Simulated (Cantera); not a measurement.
An isothermal, constant-pressure homogeneous reactor starts with 2.13 % CH₄, 97.9 % N₂, at 1950 K and 0.000440 bar.

Cantera simulation using GRI-Mech 3.0 (53 species, 325 reactions); the numbers are that mechanism's predictions, not measurements. GRI-Mech 3.0 stops at C3 and has no aromatics, soot or wall deposition, so with more carbon than oxygen in the feed, carbon stays in small species such as C2H2 where larger ones or solid carbon would form. Radical loss at walls, strong at low pressure, is not modelled.

Predict: x(CH₄) at 60.0 s; x(C₂H₂) at 60.0 s; x(C₂H) at 60.0 s; x(CH₂) at 60.0 s; x(H) at 60.0 s; x(HCN) at 60.0 s.


```
Item                                                Result
-----------------  ---------------------------------------
x(CH₄) at 60.0 s   4.83e-7 (gas-phase equilibrium 1.15e-9)
x(C₂H₂) at 60.0 s  0.0103 (gas-phase equilibrium 0.000846)
x(C₂H) at 60.0 s   5.45e-6 (gas-phase equilibrium 4.47e-6)
x(CH₂) at 60.0 s   1.36e-8 (gas-phase equilibrium 3.26e-9)
x(H) at 60.0 s     0.00103 (gas-phase equilibrium 0.00899)
x(HCN) at 60.0 s   0.000162 (gas-phase equilibrium 0.0189)
```
